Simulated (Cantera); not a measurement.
A perfectly stirred reactor is fed with CH4 : CO : O2 : N2 = 1 : 0.095 : 1.28 : 4.81 (molar parts), at 2780 Torr; it is adiabatic with a 700 K inlet, and is followed from long to short residence time, starting on the burning branch (τ in s: 0.03, 0.016, 0.0083, 0.0044, 0.0023, 0.0012, 0.00063, 0.00033, 0.00017, 9e-05, 4.7e-05, 2.5e-05).

Cantera simulation using GRI-Mech 3.0 (53 species, 325 reactions); the numbers are that mechanism's predictions, not measurements.

x: mole fraction; the columns are a selection and need not sum to one.

| τ (s) | T (K) | x CH4 | x CO | x O2 | x OH | x N2O |
|---|---|---|---|---|---|---|
| 0.030 | 2139 | 0.000698 | 0.101 | 0.000118 | 0.000172 | 1.60e-8 |
| 0.016 | 2140 | 0.00108 | 0.100 | 0.000211 | 0.000183 | 2.18e-8 |
| 0.0083 | 2141 | 0.00160 | 0.0991 | 0.000382 | 0.000199 | 2.71e-8 |
| 0.0044 | 2141 | 0.00222 | 0.0973 | 0.000671 | 0.000220 | 3.02e-8 |
| 0.0023 | 2140 | 0.00296 | 0.0952 | 0.00117 | 0.000249 | 3.06e-8 |
| 0.0012 | 2134 | 0.00383 | 0.0931 | 0.00204 | 0.000284 | 2.87e-8 |
| 0.00063 | 2121 | 0.00490 | 0.0912 | 0.00353 | 0.000322 | 2.55e-8 |
| 0.00033 | 2095 | ___ | 0.0896 | ___ | 0.000351 | ___ |
| 0.00017 | 2034 | 0.00991 | 0.0879 | 0.0128 | 0.000334 | 2.46e-8 |
| 9.0e-5 | 700 | 0.139 | 0.0132 | 0.178 | <1e-12 | <1e-12 |
| 4.7e-5 | 700 | 0.139 | 0.0132 | 0.178 | <1e-12 | <1e-12 |
| 2.5e-5 | 700 | 0.139 | 0.0132 | 0.178 | <1e-12 | <1e-12 |

Question: Complete the blanks.

Answer: 
- 0.00033, x CH4: 0.00648
- 0.00033, x O2: 0.00626
- 0.00033, x N2O: 2.26e-8
